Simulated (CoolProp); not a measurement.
A single-stage vapour-compression cycle with R125: evaporating at 218.15 K (dew point), condensing at 286.15 K (bubble point), superheat 2 K, subcooling 8 K, compressor efficiency 0.8, no pressure losses. Each further row changes one setting.

Values from CoolProp's reference Helmholtz-energy equation of state, Lemmon 2005.

```tsv
case	cooling COP	pressure ratio	discharge temperature (K)	refrigerating effect (kJ/kg)	volumetric capacity (kJ/m³)
as stated	1.86	13.9	306.4	98.5	476
evaporating temperature 223.15 K	2.12	10.8	303.9	101	…
condensing temperature 281.15 K	2.10	12.0	…	105	506
subcooling 13 K	…	13.9	306.4	105	506
superheat 12 K	1.88	13.9	316.9	105	484
compressor efficiency 0.7	1.62	13.9	314.6	98.5	476
```

Task: What belongs in the gaps?

Result: 
- evaporating temperature 223.15 K, volumetric capacity (kJ/m³): 623
- condensing temperature 281.15 K, discharge temperature (K): 301.0
- subcooling 13 K, cooling COP: 1.98
